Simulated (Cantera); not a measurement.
**Ignition delay**

Mixture: CH4 : C2H6 : C3H8 : O2 : N2 : CO2 = 1 : 0.044 : 0.17 : 5.09 : 13.7 : 0.95 (molar parts), equivalence ratio 0.59, at 1.00 bar, adiabatic and at constant volume. Ignition delay is the time to a rise of 400 K.

Cantera simulation using GRI-Mech 3.0 (53 species, 325 reactions); the numbers are that mechanism's predictions, not measurements.

| T0 (K) | delay (ms) |
|---|---|
| 1048 | 96.0 |
| 1148 | 14.9 |
| 1248 | 2.57 |
| 1348 | 0.576 |
| 1448 | 0.175 |
| 1548 | 0.0707 |
| 1648 | 0.0355 |
| 1748 | 0.0209 |
| 1848 | 0.0137 |
| 1948 | 0.00980 |

```json
{
  "apparent activation energy between 1748 and 1948 K": "110 kJ/mol"
}
```
